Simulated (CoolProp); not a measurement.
Vapour-liquid equilibrium of R125 (1) + R236EA (2) at 0.62 MPa; x and y are mole fractions of (1).

Computed with CoolProp (multi-fluid Helmholtz-energy mixture model, Lemmon 2005 and Rui 2013; pair parameters Bell 2016).

```json
[
 {"x": "0.05", "bubble temperature (K)": "327.9", "y at the bubble point": "0.176", "dew temperature at overall composition x (K)": "332.5", "liquid density (mol/L)": "8.746"},
 {"x": "0.2", "bubble temperature (K)": "312.1", "y at the bubble point": "___", "dew temperature at overall composition x (K)": "327.0", "liquid density (mol/L)": "9.250"},
 {"x": "0.35", "bubble temperature (K)": "300.1", "y at the bubble point": "___", "dew temperature at overall composition x (K)": "320.9", "liquid density (mol/L)": "9.682"},
 {"x": "0.5", "bubble temperature (K)": "290.8", "y at the bubble point": "___", "dew temperature at overall composition x (K)": "313.9", "liquid density (mol/L)": "10.06"},
 {"x": "0.65", "bubble temperature (K)": "283.5", "y at the bubble point": "0.912", "dew temperature at overall composition x (K)": "___", "liquid density (mol/L)": "___"},
 {"x": "0.8", "bubble temperature (K)": "277.4", "y at the bubble point": "0.958", "dew temperature at overall composition x (K)": "294.6", "liquid density (mol/L)": "10.72"},
 {"x": "0.95", "bubble temperature (K)": "272.3", "y at the bubble point": "0.991", "dew temperature at overall composition x (K)": "278.6", "liquid density (mol/L)": "11.00"}
]
```

**Question.** What belongs in the gaps?

**Answer.** 
- 0.2, y at the bubble point: 0.535
- 0.35, y at the bubble point: 0.730
- 0.5, y at the bubble point: 0.842
- 0.65, dew temperature at overall composition x (K): 305.4
- 0.65, liquid density (mol/L): 10.40

No azeotrope shows between x = 0.05 and 0.95.

The pair parameters rest on a limited set of measurements; away from them the model extrapolates.
